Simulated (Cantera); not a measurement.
Charge: 1 mol PbS, 0.61 mol H₂, 47 mol N₂, at 873.15 K and 0.0730 bar.

Equilibrium computed with Cantera from the NASA thermochemical tables; the gas is ideal and each condensed phase is pure. Candidate condensed phases: Pb, PbS, S; 18 gas species. Rates play no part.

Base state: N₂ 0.987, H₂ 0.0128, H₂S 6.06e-5, PbS 2.57e-5 (mole fractions); condensed: Pb(l) + PbS(s).

What changes in the equilibrium state with this change: temperature from 873.15 K to 2075 K?


```csv
species,before,after
N₂,0.987,0.958
Pb,8.75e-6,0.0159
H₂,0.0128,0.0114
S₂,<1e-9,0.00672
S,<1e-9,0.00155
H,<1e-9,0.00105
SH,<1e-9,0.000735
"Pb(l), mol",0.00247,0
"PbS(s), mol",0.996,0
```
